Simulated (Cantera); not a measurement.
Cantera with NASA thermochemical tables; ideal gases at 1 bar, condensed phases pure. Values are per mole of reaction as written; species without (g) are pure solids or liquids, kept so even where they would boil at 1 bar.

2 O₂(g) + 2 NF₃(g) → 2 NO₂(g) + 3 F₂(g)

```
T (K)  ΔH° (kJ)  ΔS° (J/K)  ΔG° (kJ)  log10 K
-----  --------  ---------  --------  -------
725       328.6      151.0     219.1   -15.79
800       327.7      149.8     207.8   -13.57
875           ?          ?         ?        ?
950           ?          ?         ?        ?
1025          ?          ?         ?        ?
1100      323.8      145.7     163.5    -7.77
1175      322.8      144.8     152.6    -6.79
1250      321.8      144.0     141.8    -5.93
```

Problem. Fill in the missing entries.

Solution. 
- 875, ΔH° (kJ): 326.7
- 875, ΔS° (J/K): 148.7
- 875, ΔG° (kJ): 196.6
- 875, log10 K: -11.74
- 950, ΔH° (kJ): 325.7
- 950, ΔS° (J/K): 147.6
- 950, ΔG° (kJ): 185.5
- 950, log10 K: -10.20
- 1025, ΔH° (kJ): 324.8
- 1025, ΔS° (J/K): 146.6
- 1025, ΔG° (kJ): 174.5
- 1025, log10 K: -8.89
